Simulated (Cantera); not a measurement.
Thermodynamics of silicon nitride deposition, feed trisilylamine + NH3 + H2

A closed system holds: 1 mol trisilylamine, 0.1 mol NH3, 1 mol H2, equilibrated at 0.0210 bar.

Equilibrium computed with Cantera from the NASA thermochemical tables; the gas is ideal and each condensed phase is pure. Candidate condensed phases: Si, Si3N4; 18 gas species. The feed counts by its element totals alone. Mutual solubility and eutectic melting of coexisting phases are not modelled. The tables' values for SiN are old estimates; treat these amounts as uncertain. Gases not in the tables: Si2H6 and higher silanes. Kinetics and transport are ignored.

| T (K) | x H2 | x N2 | x H | x Si | n Si(s) | n Si3N4(s) | n Si(l) |
|---|---|---|---|---|---|---|---|
| 1000 | 1.00 | 7.78e-10 | 1.57e-8 | <1e-12 | 2.17 | 0.275 | 0 |
| 1100 | 1.00 | 4.58e-8 | 1.78e-7 | 1.13e-12 | 2.17 | 0.275 | 0 |
| 1200 | 1.000 | 1.36e-6 | 1.36e-6 | 6.61e-11 | 2.18 | 0.275 | 0 |
| 1300 | 1.000 | 2.37e-5 | 7.63e-6 | 2.06e-9 | 2.18 | 0.275 | 0 |
| 1400 | 1.000 | 0.000273 | 3.36e-5 | 3.92e-8 | 2.18 | 0.274 | 0 |
| 1500 | 0.998 | 0.00226 | 0.000121 | 5.01e-7 | 2.19 | 0.269 | 0 |
| 1600 | 0.985 | 0.0142 | 0.000372 | 4.64e-6 | 2.30 | 0.234 | 0 |
| 1700 | 0.925 | 0.0743 | 0.000978 | 3.23e-5 | 0 | 0.0482 | 2.86 |
| 1800 | 0.909 | 0.0886 | 0.00236 | 0.000151 | 0 | 0 | 3.00 |
| 1900 | 0.906 | 0.0884 | 0.00521 | 0.000600 | 0 | 0 | 3.00 |
| 2000 | 0.899 | 0.0880 | 0.0106 | 0.00207 | 0 | 0 | 2.98 |
x: gas mole fraction; n: condensed amount in mol.

From 1000 K to 1600 K the condensed part is Si(s) + Si3N4(s). At 1700 K the condensed part is Si(l) + Si3N4(s). From 1800 K to 2000 K the condensed part is Si(l).
